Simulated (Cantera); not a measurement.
Charge: 1 mol SiC, 0.53 mol C, 0.063 mol H2, equilibrated at 2648 K.

Points: P (Pa) = 1, 4.6, 22, 100, 460, 2200, 10000, 46000, 220000, 1e+06.

Cantera's Mixture.equilibrate('TP', solver="vcs", rtol=1e-11, max_steps=5000) on the NASA tables stopped like this:

```
ERROR: FAILURE its = 5001!

*******************************************************************************
CanteraError thrown by MultiPhase::equilibrate:
VCS solver failed. Return code: -1
*******************************************************************************
```

What got this run through?

Several could match; the one computed here: The failure is numerical, not chemical. The same input converged with solver="gibbs", rtol=1e-10, max_steps=50000, and the result passed a check of the equilibrium conditions:
```
log10 of partial pressures in bar; condensed amounts in mol
      P/Pa        H2        Si      SiC2         H        C3         C      Si2C     C(gr)    SiC(b)
         1    -9.554    -5.298    -5.945    -6.110    -5.714    -6.063    -9.054         0         0
       4.6    -8.036    -4.591    -5.004    -5.351    -5.361    -5.945    -7.524    0.5459         0
        22    -6.593    -3.865    -4.277    -4.629    -5.361    -5.945    -6.071    0.8927         0
       100    -5.306    -3.205    -3.617    -3.986    -5.361    -5.945    -4.751    0.9579         0
       460    -4.124    -2.568    -2.980    -3.394    -5.361    -5.945    -3.477    0.9813         0
      2200    -2.006    -2.348    -2.760    -2.335    -5.361    -5.945    -3.037    0.5475    0.9581
     1e+04    -1.108    -2.348    -2.760    -1.887    -5.361    -5.945    -3.037    0.5307    0.9938
   4.6e+04    -0.383    -2.348    -2.760    -1.524    -5.361    -5.945    -3.037    0.5283    0.9987
   2.2e+05     0.318    -2.348    -2.760    -1.173    -5.361    -5.945    -3.037    0.5277    0.9997
     1e+06     0.984    -2.348    -2.760    -0.841    -5.361    -5.945    -3.037    0.5275    0.9999
```

The gas is ideal and each condensed phase is pure. Gases not in the tables: Si2H6 and higher silanes.
